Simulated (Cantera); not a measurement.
An isothermal, constant-pressure homogeneous reactor starts with C₂H₆ : N₂ = 1 : 29 (molar parts), at 1500 K and 0.0503 atm.

Model: GRI-Mech 3.0 (53 species, 325 reactions), integrated in Cantera. GRI-Mech 3.0 stops at C3 and has no aromatics, soot or wall deposition, so with more carbon than oxygen in the feed, carbon stays in small species such as C2H2 where larger ones or solid carbon would form.

One state of this run: x C₂H₆ = 0.0204; x C₂H = 1.37e-8; x H₂ = 0.00879; x C₂H₂ = 0.000471; x CH₃ = 0.00345; x HCN = 3.13e-7; x C₂H₄ = 0.00884. x: mole fraction; the columns are a selection and need not sum to one.

### Question
Which value of t (s) does it belong to?
A. 3.16e-5
B. 0.00316
C. 0.316
D. 0.00100

### Answer
D, 0.00100
